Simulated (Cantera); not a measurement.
A Cantera script and its output.

```python
import numpy as np
import cantera as ct

gas = ct.Solution("gri30.yaml")
gas.TPX = 1125, 3900, {'C2H6': 0.36, 'N2': 1.1}
reactor = ct.IdealGasConstPressureReactor(gas, energy="off", clone=False)
net = ct.ReactorNet([reactor])
net.rtol, net.atol = 1e-08, 1e-18
show = ['C2H6', 'CH2', 'CH3', 'C2H4', 'CH4']
times = np.geomspace(2e-06, 70, 11)

steps = ct.SolutionArray(gas, extra=["t"])
rows = []
print(f"{'t/s':>10s}{'T/K':>9s}{'P/Pa':>11s}" + "".join(f"{s:>11s}" for s in show))
for t in times:
    while net.time < t:
        t_next = net.step()
        steps.append(gas.state, t=t_next)
    rows.append([np.interp(t, steps.t, y) for y in (steps.T, steps.P, *steps(*show).X.T)])
    print(f"{t:10.3e}{rows[-1][0]:9.1f}{rows[-1][1]:11.4g}" + "".join(f"{x:11.3e}" for x in rows[-1][2:]))
rate = np.gradient(steps.T, steps.t)
print("integrator steps:", len(steps.t))
if steps.T.max() > steps.T[0] + 200:
    print(f"time of steepest temperature rise: {steps.t[rate.argmax()]:.4e} s")
gas.TPX = 1125, 3900, {'C2H6': 0.36, 'N2': 1.1}
gas.equilibrate("TP")
print(f"equilibrium (TP): T = {gas.T:.1f} K  " + "  ".join(f"{s} {gas[s].X[0]:.3e}" for s in show))
```

Output:

```
       t/s      T/K       P/Pa       C2H6        CH2        CH3       C2H4        CH4
 2.000e-06   1125.0       3900  2.466e-01  8.193e-19  3.055e-08  1.295e-13  3.669e-11
 1.136e-05   1125.0       3900  2.466e-01  1.520e-16  1.726e-07  2.022e-11  1.180e-09
 6.454e-05   1125.0       3900  2.466e-01  2.171e-14  9.498e-07  3.479e-09  3.728e-08
 3.666e-04   1125.0       3900  2.466e-01  1.386e-12  4.532e-06  5.760e-07  1.070e-06
 2.083e-03   1125.0       3900  2.465e-01  2.076e-11  1.189e-05  6.775e-05  2.018e-05
 1.183e-02   1125.0       3900  2.428e-01  2.235e-10  3.311e-05  2.786e-03  2.842e-04
 6.722e-02   1125.0       3900  2.103e-01  3.159e-10  3.890e-05  2.722e-02  3.020e-03
 3.818e-01   1125.0       3900  8.601e-02  2.137e-10  2.601e-05  1.168e-01  1.649e-02
 2.169e+00   1125.0       3900  1.980e-03  1.263e-11  4.099e-06  1.554e-01  2.939e-02
 1.232e+01   1125.0       3900  3.882e-04  2.615e-12  1.843e-06  1.227e-01  2.983e-02
 7.000e+01   1125.0       3900  2.272e-04  2.017e-12  1.675e-06  6.092e-02  3.165e-02
integrator steps: 1316
equilibrium (TP): T = 1125.0 K  C2H6 4.943e-05  CH2 3.208e-13  CH3 1.358e-06  C2H4 1.958e-02  CH4 1.311e-01
```

Model: GRI-Mech 3.0 (53 species, 325 reactions), integrated in Cantera. GRI-Mech 3.0 stops at C3 and has no aromatics, soot or wall deposition, so with more carbon than oxygen in the feed, carbon stays in small species such as C2H2 where larger ones or solid carbon would form. Radical loss at walls, strong at low pressure, is not modelled.
